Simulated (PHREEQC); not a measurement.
Make-up at 80 °C: 0.035 mol (NH4)2SO4 per kg of water. Closed to the air; pH follows from the charge balance.

Model: ion-association model, phreeqc.dat, run in PHREEQC.

No solid was allowed to form.

Task: Predict the pH, ionic strength.

Result: pH 4.99; ionic strength 0.0901 mol/kgw.

Task: In which forms is N present?

Result: NH4+ 89 %, NH4SO4- 11 % of the N.

At this temperature some constants are extrapolated from 25 °C, and those without enthalpy data are left unchanged.
